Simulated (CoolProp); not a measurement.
Properties of hydrogen sulfide along the isobar 10 MPa (Tc = 100.0 °C, pc = 8.999 MPa, ω = 0.101).

Model: reference Helmholtz-energy equation of state, Lemmon 2006, in CoolProp. It is a short technical equation, of lower accuracy than the large ones.

```csv
T (°C),phase,speed of sound (m/s),fugacity coefficient
-9.35,liquid,1095,0.08386
32.65,liquid,870.3,0.2300
74.75,liquid,605.4,0.4569
116.85,supercritical,275.5,0.6844
158.85,supercritical,326.6,0.7804
200.95,supercritical,359.3,0.8411
243.05,supercritical,385.0,0.8833
285.05,supercritical,406.8,0.9136
```
